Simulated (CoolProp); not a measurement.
A single-stage vapour-compression cycle with R1336mzz(E): evaporating at 271.15 K (dew point), condensing at 316.15 K (bubble point), superheat 8 K, subcooling 0 K, compressor efficiency 0.8, no pressure losses. Each further row changes one setting.

Computed with CoolProp (reference Helmholtz-energy equation of state, Akasaka 2023).

```tsv
case	cooling COP	pressure ratio	discharge temperature (K)	refrigerating effect (kJ/kg)	volumetric capacity (kJ/m³)
as stated	3.77	5.23	320.5	109	531
evaporating temperature 276.15 K	4.46	4.22	320.5	(withheld)	674
condensing temperature 311.15 K	(withheld)	(withheld)	316.3	115	562
subcooling 5 K	3.99	5.23	320.5	115	562
superheat 18 K	3.88	5.23	330.9	(withheld)	549
compressor efficiency 0.7	3.30	5.23	(withheld)	109	531
```

Q: Some entries are withheld; supply them.

A: 
- evaporating temperature 276.15 K, refrigerating effect (kJ/kg): 113
- condensing temperature 311.15 K, cooling COP: 4.41
- condensing temperature 311.15 K, pressure ratio: 4.48
- superheat 18 K, refrigerating effect (kJ/kg): 117
- compressor efficiency 0.7, discharge temperature (K): 325.1
